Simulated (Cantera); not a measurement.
An adiabatic, constant-volume homogeneous reactor starts with CH₄ : C₂H₆ : O₂ : N₂ = 1 : 0.19 : 2.42 : 9.21 (molar parts), at 1325 K and 1000000 Pa.

Detailed kinetics in Cantera: GRI-Mech 3.0 (53 species, 325 reactions). Above 3000 K some thermodynamic fits are extrapolated.

x: mole fraction; the columns are a selection and need not sum to one.

```tsv
t (s)	T (K)	P (bar)	x CH₄	x C₂H₆	x O₂	x H₂	x C₂H	x OH	x CH₂O
5.00e-6	1325	10.00	0.0780	0.0148	0.189	1.87e-7	<1e-12	6.29e-9	3.94e-7
1.39e-5	1325	10.00	0.0780	0.0148	0.189	1.83e-6	<1e-12	2.72e-8	3.67e-6
3.85e-5	1325	10.0	0.0779	0.0147	0.189	2.97e-5	<1e-12	2.10e-7	5.49e-5
0.000107	1345	10.2	0.0754	(withheld)	0.185	(withheld)	<1e-12	(withheld)	(withheld)
0.000296	3071	24.4	<1e-12	<1e-12	0.00829	0.0202	<1e-12	0.0156	9.99e-9
0.000822	3071	24.4	<1e-12	<1e-12	0.00828	0.0202	<1e-12	0.0156	9.99e-9
0.00228	3071	24.4	<1e-12	<1e-12	0.00828	0.0202	<1e-12	0.0156	9.99e-9
0.00632	3071	24.4	<1e-12	<1e-12	0.00828	0.0202	<1e-12	0.0156	9.99e-9
0.0175	3071	24.4	<1e-12	<1e-12	0.00828	0.0202	<1e-12	0.0156	9.99e-9
0.0487	3071	24.4	<1e-12	<1e-12	0.00828	0.0202	<1e-12	0.0156	9.99e-9
0.135	3071	24.4	<1e-12	<1e-12	0.00828	0.0202	<1e-12	0.0156	9.99e-9
0.375	3071	24.4	<1e-12	<1e-12	0.00828	0.0202	<1e-12	0.0156	9.99e-9
1.04	3071	24.4	<1e-12	<1e-12	0.00828	0.0202	<1e-12	0.0156	9.99e-9
2.88	3071	24.4	<1e-12	<1e-12	0.00828	0.0202	<1e-12	0.0156	9.99e-9
8.00	3071	24.4	<1e-12	<1e-12	0.00828	0.0202	<1e-12	0.0156	9.99e-9
```

Fill in the missing entries.


- 0.000107, x C₂H₆: 0.0129
- 0.000107, x H₂: 0.00106
- 0.000107, x OH: 3.56e-6
- 0.000107, x CH₂O: 0.00157
